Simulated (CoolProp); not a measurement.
Computed with CoolProp (reference Helmholtz-energy equation of state, Gao 2020).

Give the vapour pressure (MPa), liquid density (kg/m³), enthalpy of vaporisation (kJ/kg), liquid cp (kJ/(kg K)) of saturated ammonia at 290.2, 302 K.


```
T (K)  p (MPa)  liquid density (kg/m³)  enthalpy of vaporisation (kJ/kg)  liquid cp (kJ/(kg K))
-----  -------  ----------------------  --------------------------------  ---------------------
290.2    0.779                     615                              1200                   4.72
302       1.13                     597                              1150                   4.81
```
